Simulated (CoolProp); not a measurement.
A simple Rankine cycle with cyclopentane: condensing at 290.15 K, boiler at 0.116 MPa, turbine inlet 328.7 K, turbine efficiency 0.9, pump efficiency 0.7, no recuperator. Each further row changes one setting.

Values from CoolProp's reference Helmholtz-energy equation of state, Gedanitz 2015.

| case | thermal efficiency (%) | net work (kJ/kg) | heat in (kJ/kg) | turbine exit temperature (K) | volume ratio over the turbine |
|---|---|---|---|---|---|
| as stated | 9.3 | 42.6 | 457 | 292.0 | 3.45 |
| turbine inlet 348.7 K | 9.4 | 45.6 | 485 | 312.7 | 3.47 |
| condensing temperature 282.15 K | 11.2 | 52.9 | 471 | 282.5 | 4.74 |
| boiler pressure 0.0812 MPa | 7.0 | 32.0 | 458 | 302.1 | 2.47 |
| turbine efficiency 0.8 | 8.3 | 37.9 | 457 | 296.0 | 3.50 |
